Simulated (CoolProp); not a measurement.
Saturation properties of n-undecane.

Values from CoolProp's reference Helmholtz-energy equation of state, Aleksandrov 2011. It is a short technical equation, of lower accuracy than the large ones.

```tsv
T (K)	p (MPa)	liquid density (kg/m³)	enthalpy of vaporisation (kJ/kg)	liquid cp (kJ/(kg K))	vapour Z	surface tension (mN/m)
487.4	0.1561	582.1	253.1	2.962	0.9072	8.31
494.3	0.1816	575.4	248.5	2.993	0.8970	7.82
501.3	0.2108	568.4	243.6	3.024	0.8859	7.32
508.2	0.2429	561.4	238.6	3.055	0.8741	6.84
515.2	0.2792	554.1	233.5	3.088	0.8614	6.36
522.1	0.3191	546.7	228.2	3.121	0.8479	5.90
529.1	0.3638	538.9	222.6	3.155	0.8333	5.43
536.1	0.4133	530.9	216.8	3.191	0.8177	4.98
543	0.4669	522.7	210.9	3.228	0.8012	4.54
550	0.5268	514.1	204.6	3.267	0.7833	4.11
556.9	0.5914	505.2	198.0	3.308	0.7645	3.69
563.9	0.6631	495.8	191.0	3.353	0.7440	3.28
```

It boils at 468.9 K under 1 atm.

Surface tension comes from a separate correlation (Mulero 2014).
